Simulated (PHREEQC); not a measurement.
Model water analysis in mg/kgw, 25 °C, pH 1.88, pe 10.3:

```json
[
 {"constituent": "Na", "mg/kgw": "2450"},
 {"constituent": "K", "mg/kgw": "0.667"},
 {"constituent": "Ca", "mg/kgw": "100"},
 {"constituent": "Mg", "mg/kgw": "8.04"},
 {"constituent": "Cl", "mg/kgw": "781"},
 {"constituent": "S(6) as SO4", "mg/kgw": "7160"},
 {"constituent": "Fe(3)", "mg/kgw": "1730"},
 {"constituent": "Zn", "mg/kgw": "4.62"}
]
```

Valence states are taken as typed.

The numbers come from PHREEQC with the ion-association model, phreeqc.dat.

No solid was allowed to form.

Problem. Estimate the ionic strength, charge-balance error.

Solution. ionic strength 0.156 mol/kgw; charge-balance error 26.5 %.

Problem. In which forms is Ca present?

Solution. Ca+2 66 %, CaSO4 30 %, CaHSO4+ 3.6 % of the Ca.

The solution is supersaturated, for example in Jarosite-K, Hematite (slow to form), so a real one may precipitate; this is no full list. Complexes and solids missing from the database can't appear.
